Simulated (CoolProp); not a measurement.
A single-stage vapour-compression cycle with the fluid: evaporating at 259.15 K (dew point), condensing at 307.15 K (bubble point), superheat 10 K, subcooling 0 K, compressor efficiency 0.75, no pressure losses. The same conditions are run with several fluids, on thermodynamics alone (safety and materials aside).

Computed with CoolProp (reference Helmholtz-energy equation of state of each fluid (R123: Younglove 1994; R404A: Lemmon 2003; R410A: Lemmon 2003; cis-2-butene: Lemmon 2005; R1336mzz(E): Akasaka 2023; carbonyl sulfide: Lemmon 2006)). Blends and air are pseudo-pure fits.

| fluid | cooling COP | pressure ratio | discharge temperature (K) | refrigerating effect (kJ/kg) | volumetric capacity (kJ/m³) |
|---|---|---|---|---|---|
| R123 | 3.43 | 7.63 | ___ | 145 | 165 |
| R404A | 2.88 | ___ | 331.1 | 117 | ___ |
| R410A | 3.00 | 4.20 | 352.4 | ___ | 3080 |
| cis-2-butene | 3.43 | 5.79 | 341.0 | 339 | 425 |
| R1336mzz(E) | ___ | 6.90 | 318.0 | ___ | 322 |
| carbonyl sulfide | 3.23 | 3.80 | 377.5 | 226 | 2730 |

Q: Some entries are withheld; supply them.

A: 
- R123, discharge temperature (K): 334.5
- R404A, pressure ratio: 4.22
- R404A, volumetric capacity (kJ/m³): 2120
- R410A, refrigerating effect (kJ/kg): 171
- R1336mzz(E), cooling COP: 3.17
- R1336mzz(E), refrigerating effect (kJ/kg): 113
